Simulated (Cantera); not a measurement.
## Thermodynamics of carbothermic reduction, feed Ta2O5 + C + H2

Input: 1 mol Ta2O5, 2.6 mol C, 0.81 mol H2, equilibrated at 54.0 Pa.

Method: chemical equilibrium by Gibbs-energy minimisation in Cantera with the NASA 1993 tables (ideal gas, pure condensed phases). Candidate condensed phases: C, C6H6, C7H8, C8H18, H2O, Ta, TaC, Ta2O5; 113 gas species. Mutual solubility and eutectic melting of coexisting phases are not modelled. TaC: taken at fixed stoichiometry. Condensed phases not in the tables: Ta2C, N, O or C dissolved in the metal. Kinetics and transport are ignored.

| T (K) | log p CO | log p H2 | log p H | log p TaO2 | log p TaO | log p H2O | log p O | log p CO2 | n TaC(s) | n Ta2O5(s) | n Ta(s) | n Ta2O5(l) |
|---|---|---|---|---|---|---|---|---|---|---|---|---|
| 1123 | -3.42 | -3.79 | -9.26 | <-15 | <-15 | -7.39 | <-15 | -7.06 | 0.743 | 0.628 | 0 | 0 |
| 1323 | -3.42 | -3.79 | -7.69 | -14.52 | <-15 | -7.17 | <-15 | -7.08 | 0.743 | 0.628 | 0 | 0 |
| 1523 | -3.43 | -3.79 | -6.53 | -11.12 | -12.51 | -7.02 | -14.08 | -7.09 | 0.743 | 0.628 | 0 | 0 |
| 1723 | -3.43 | -3.79 | -5.63 | -8.54 | -9.47 | -6.91 | -11.96 | -7.09 | 0.743 | 0.628 | 0 | 0 |
| 1923 | -3.39 | -3.92 | -4.98 | -6.58 | -7.30 | -6.80 | -10.13 | -6.91 | 0 | 0.479 | 1.04 | 0 |
| 2123 | -3.41 | -3.99 | -4.44 | -5.14 | -5.85 | -6.52 | -8.48 | -6.65 | 0 | 0 | 1.03 | 0.458 |
| 2323 | -3.53 | -4.28 | -4.10 | -4.04 | -4.69 | -6.57 | -7.16 | -6.57 | 0 | 0 | 0.774 | 0.122 |
| 2523 | -3.60 | -4.73 | -3.92 | -4.07 | -4.20 | -7.29 | -6.52 | -6.95 | 0 | 0 | 0.476 | 0 |
log p: log10 of the partial pressure in bar; n: condensed amount in mol.

From 1123 K to 1723 K the condensed part is TaC(s) + Ta2O5(s). At 1923 K the condensed part is Ta(s) + Ta2O5(s). From 2123 K to 2323 K the condensed part is Ta(s) + Ta2O5(l). At 2523 K the condensed part is Ta(s).
